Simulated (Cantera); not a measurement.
Input: 1 mol c-C4F8, 1.4 mol F2, 7.8 mol H2, at 2973 K and 1.00 bar.

Method: chemical equilibrium by Gibbs-energy minimisation in Cantera with the NASA 1993 tables (ideal gas, pure condensed phases). The feed counts by its element totals alone. Rates play no part.

| species | before | after |
|---|---|---|
| HF | 0.792 | 0.753 |
| H | 0.0547 | 0.110 |
| H2 | 0.142 | 0.103 |
| C2H2 (acetylene) | 0.00814 | 0.0133 |
| C5 | 3.93e-6 | 0.000178 |
| C4 | 7.29e-7 | 3.16e-5 |
| C2 | 2.36e-5 | 0.000486 |
| C3 | 0.000233 | 0.00453 |
| C | 3.91e-5 | 0.000556 |
| C6H2 | 4.96e-6 | 4.13e-5 |
| C(graphite), mol | 3.74 | 3.22 |
Gas species are given as mole fractions.

Question: Which change was made?
A. temperature from 2973 K to 3275 K
B. temperature from 2973 K to 2373.15 K
C. H2 from 7.8 to 0.6 mol
D. H2 from 7.8 to 0.53 mol

Answer: A, temperature from 2973 K to 3275 K
